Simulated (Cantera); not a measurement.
## Gas-phase reforming

An isothermal, constant-pressure homogeneous reactor starts with CH4 : H2O : H2 = 1 : 0.6 : 0.8 (molar parts), at 1750 K and 101000 Pa.

Detailed kinetics in Cantera: GRI-Mech 3.0 (53 species, 325 reactions). GRI-Mech 3.0 stops at C3 and has no aromatics, soot or wall deposition, so with more carbon than oxygen in the feed, carbon stays in small species such as C2H2 where larger ones or solid carbon would form.

| t (s) | x CH4 | x H2O | x H2 | x HCO | x CO |
|---|---|---|---|---|---|
| 1.00e-5 | 0.416 | 0.250 | 0.333 | 8.78e-12 | 3.79e-10 |
| 8.60e-5 | 0.411 | 0.250 | 0.336 | 4.86e-9 | 2.77e-6 |
| 0.000740 | 0.361 | 0.242 | 0.375 | 1.18e-8 | 0.000162 |
| 0.00637 | 0.177 | 0.206 | 0.531 | 5.74e-9 | 0.00197 |
| 0.0548 | 0.0401 | 0.158 | 0.661 | 3.94e-9 | 0.0199 |
| 0.471 | 0.0208 | 0.0650 | 0.740 | 1.34e-8 | 0.0939 |
| 4.05 | 0.0128 | 0.00203 | 0.789 | 2.15e-8 | 0.150 |
| 34.9 | 0.0125 | 2.01e-6 | 0.791 | 2.17e-8 | 0.152 |
| 300 | 0.0125 | 2.01e-6 | 0.791 | 2.17e-8 | 0.152 |
x: mole fraction; the columns are a selection and need not sum to one.

Equilibrium at this temperature and pressure: CH4 0.0125, H2O 2.03e-6, H2 0.791, HCO 2.17e-8, CO 0.152 (gas phase only).
